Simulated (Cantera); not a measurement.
# Thermodynamics of silicon epitaxy and polysilicon growth, feed SiH₂Cl₂ + N₂

A closed system holds: 1 mol SiH₂Cl₂, a varied amount of N₂, at 1448.15 K and 0.100 bar.

Method: chemical equilibrium by Gibbs-energy minimisation in Cantera with the NASA 1993 tables (ideal gas, pure condensed phases). Candidate condensed phases: NH₄Cl, Si, Si₃N₄; 28 gas species. N₂ is the only nitrogen source here; it is nearly inert below about 1500 K, so the nitride shown seldom forms there in practice. The tables' values for SiCl₃ are old estimates; treat these amounts as uncertain. Kinetics and transport are ignored.

```
n(N₂) (mol)   x N₂    x HCl     x H₂   x SiCl₄   x SiCl₂   x SiCl₃  x SiHCl₃     x Cl  n Si₃N₄(s)
-----------  -----  -------  -------  --------  --------  --------  --------  -------  ----------
18           0.902   0.0716   0.0158   0.00474   0.00321   0.00203   8.96e-5  1.35e-5       0.268
23           0.922   0.0579   0.0121   0.00344   0.00272   0.00160   6.13e-5  1.26e-5       0.270
29           0.937   0.0472  0.00930   0.00253   0.00231   0.00126   4.26e-5  1.16e-5       0.271
37           0.950   0.0380  0.00707   0.00181   0.00195  0.000980   2.88e-5  1.07e-5       0.272
46           0.960   0.0311  0.00553   0.00133   0.00167  0.000778   2.03e-5  9.97e-6       0.273
58           0.968   0.0252  0.00425  0.000957   0.00141  0.000606   1.38e-5  9.19e-6       0.274
74           0.974   0.0201  0.00322  0.000670   0.00118  0.000463   9.20e-6  8.41e-6       0.275
93           0.979   0.0162  0.00249  0.000476  0.000990  0.000358   6.25e-6  7.73e-6       0.276
120          0.984   0.0127  0.00187  0.000322  0.000813  0.000267   4.04e-6  7.02e-6       0.276
150          0.987   0.0103  0.00145  0.000227  0.000683  0.000206   2.74e-6  6.44e-6       0.277
190          0.990  0.00822  0.00111  0.000156  0.000565  0.000155   1.81e-6  5.86e-6       0.277
```
x: gas mole fraction; n: condensed amount in mol.

From 18 mol N₂ to 190 mol N₂ the condensed part is Si₃N₄(s). The main Si-bearing gas is SiCl₄ at 18 mol N₂ and SiCl₂ at 190 mol N₂. The share of Si in condensed phases is highest at 190 mol N₂ (83.2 %) and lowest at 18 mol N₂ (80.5 %).
